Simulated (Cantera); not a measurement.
What does this Cantera script print?

```python
import numpy as np
import cantera as ct

gas_names = """
    AL ALCL ALCL2 ALCL3 ALH ALN AL2 AL2CL6 CL CL2 H HCL H2 N NH NH2 NH3 N2 N2H2 N2H4
""".split()
cond_names = """
    AL(cr) AL(L) ALCL3(s) ALCL3(L) ALN(s) NH4CL(a) NH4CL(b)
""".split()


# ... load() reads the species with a 1 bar reference pressure and builds the phases ...
atoms = {
    'AlN': {'AL': 1, 'N': 1},
    'HCl': {'H': 1, 'CL': 1},
    'H2': {'H': 2},
}
top_T = {'ALN(s)': 2750}  # K; cautious upper limits of use, not melting points


# ... equilibrate(T, P, feed) seeds the gas with the atoms and calls Mixture.equilibrate('TP', solver="vcs", rtol=1e-11, max_steps=5000) ...
results = []
T = 1175  # K
P = 101325  # Pa
for m in [0.025, 0.03, 0.034, 0.04, 0.047, 0.054, 0.063, 0.074, 0.086, 0.1, 0.12, 0.14, 0.16]:
    feed = {'AlN': 1, 'HCl': m, 'H2': 1.2}  # mol
    mix = equilibrate(T, P, feed)
    results.append((T, P, feed, dict(zip(mix.species_names, mix.species_moles))))
    x = sorted(zip(gas.X, gas.species_names), reverse=True)
    print(f"T = {T:g} K  P = {P:g} Pa  n(HCl) = {m:g} mol  gas = {mix.phase_moles(0):.4g} mol")
    print("   x: " + "  ".join(f"{s} {v:.3e}" for v, s in x if v > 0.0001))
    print("   condensed (mol): " + ("  ".join(f"{mix.phase(i).name} {mix.phase_moles(i):.4g}"
          for i in range(1, mix.n_phases) if mix.phase_moles(i) > 1e-12) or "none"))
```

It prints:

```
T = 1175 K  P = 101325 Pa  n(HCl) = 0.025 mol  gas = 1.225 mol
   x: H2 9.822e-01  HCL 1.528e-02  ALCL3 1.708e-03  N2 8.525e-04
   condensed (mol): ALN(s) 0.9979
T = 1175 K  P = 101325 Pa  n(HCl) = 0.03 mol  gas = 1.23 mol
   x: H2 9.790e-01  HCL 1.758e-02  ALCL3 2.269e-03  N2 1.132e-03
   condensed (mol): ALN(s) 0.9972
T = 1175 K  P = 101325 Pa  n(HCl) = 0.034 mol  gas = 1.234 mol
   x: H2 9.766e-01  HCL 1.931e-02  ALCL3 2.745e-03  N2 1.370e-03
   condensed (mol): ALN(s) 0.9966
T = 1175 K  P = 101325 Pa  n(HCl) = 0.04 mol  gas = 1.24 mol
   x: H2 9.730e-01  HCL 2.176e-02  ALCL3 3.497e-03  N2 1.746e-03
   condensed (mol): ALN(s) 0.9957
T = 1175 K  P = 101325 Pa  n(HCl) = 0.047 mol  gas = 1.247 mol
   x: H2 9.689e-01  HCL 2.442e-02  ALCL3 4.422e-03  N2 2.208e-03
   condensed (mol): ALN(s) 0.9945
T = 1175 K  P = 101325 Pa  n(HCl) = 0.054 mol  gas = 1.254 mol
   x: H2 9.650e-01  HCL 2.689e-02  ALCL3 5.386e-03  N2 2.690e-03
   condensed (mol): ALN(s) 0.9932
T = 1175 K  P = 101325 Pa  n(HCl) = 0.063 mol  gas = 1.263 mol
   x: H2 9.601e-01  HCL 2.985e-02  ALCL3 6.671e-03  N2 3.333e-03
   condensed (mol): ALN(s) 0.9916
T = 1175 K  P = 101325 Pa  n(HCl) = 0.074 mol  gas = 1.274 mol
   x: H2 9.544e-01  HCL 3.319e-02  ALCL3 8.293e-03  N2 4.144e-03
   condensed (mol): ALN(s) 0.9894
T = 1175 K  P = 101325 Pa  n(HCl) = 0.086 mol  gas = 1.286 mol
   x: H2 9.483e-01  HCL 3.653e-02  ALCL3 1.011e-02  N2 5.052e-03
   condensed (mol): ALN(s) 0.987
T = 1175 K  P = 101325 Pa  n(HCl) = 0.1 mol  gas = 1.3 mol
   x: H2 9.415e-01  HCL 4.009e-02  ALCL3 1.227e-02  N2 6.132e-03
   condensed (mol): ALN(s) 0.984
T = 1175 K  P = 101325 Pa  n(HCl) = 0.12 mol  gas = 1.32 mol
   x: H2 9.322e-01  HCL 4.469e-02  ALCL3 1.539e-02  N2 7.696e-03
   condensed (mol): ALN(s) 0.9797
T = 1175 K  P = 101325 Pa  n(HCl) = 0.14 mol  gas = 1.34 mol
   x: H2 9.233e-01  HCL 4.881e-02  ALCL3 1.854e-02  N2 9.270e-03
   condensed (mol): ALN(s) 0.9751
T = 1175 K  P = 101325 Pa  n(HCl) = 0.16 mol  gas = 1.36 mol
   x: H2 9.149e-01  HCL 5.255e-02  ALCL3 2.168e-02  N2 1.084e-02
   condensed (mol): ALN(s) 0.9705
```

Cantera equilibrium calculation (NASA polynomials, part measured and part estimated; ideal gas, pure solids and liquids).
